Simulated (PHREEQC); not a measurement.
A solution holds 0.0037 mol NH4HS, 0.0023 mol NaHCO3 and 0.00033 mol FeCl2 per kg of water, at 75 °C. Closed to the air; pH follows from the charge balance.

The numbers come from PHREEQC with the ion-association model, phreeqc.dat.

No solid was allowed to form.

Task: Order these C species by the share of C that they hold, largest first: CO3-2, HCO3-, CO2.

Result: HCO3- (91 %), CO2 (9.0 %), CO3-2 (0.17 %)

The pH is 7.29 and the ionic strength 0.00537 mol/kgw. Away from 25 °C the constants follow the database's enthalpies or fits; those with neither stay at their 25 °C values.
